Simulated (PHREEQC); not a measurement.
A column of 0.1 m (40 cells, dispersivity 0.008 m, 60 s a shift, diffusion coefficient 3e-10 m²/s) holds 0.017 eq of the database's cation exchanger X per kg of pore water, first in equilibrium with 0.0014 mol/kgw CaCl2, 0.0006 mol/kgw NaCl and 1e-05 mol/kgw HCl. It is flushed with 7.7 mmol/kgw Na2SO4, 2.4 mmol/kgw CaCl2, 0.51 mmol/kgw CuCl2 and 0.01 mmol/kgw HCl, at 15 °C. Values are for the last cell. CO2 from the air is kept out. Precipitation was switched off in this run.

Base run: PHREEQC, ion-association model, phreeqc.dat. Each further column changes one thing. The table gives Ca in solution (mol/kgw).

| pore volumes | base | exchange capacity from 0.017 to 0.0085 eq/kgw | dispersivity from 0.008 to 0.016 m |
|---|---|---|---|
| 0 | 0.00140 | 0.00140 | 0.00140 |
| 0.5125 | 0.00172 | 0.00163 | 0.00201 |
| 0.8875 | 0.00298 | 0.00257 | 0.00287 |
| 1.387 | 0.00332 | 0.00287 | 0.00310 |
| 1.762 | 0.00310 | 0.00274 | 0.00300 |
| 2.263 | 0.00283 | 0.00257 | 0.00282 |
| 2.638 | 0.00270 | 0.00250 | 0.00272 |
| 3.138 | 0.00259 | 0.00244 | 0.00261 |
| 3.513 | 0.00253 | 0.00242 | 0.00256 |
| 4.013 | 0.00248 | 0.00241 | 0.00251 |
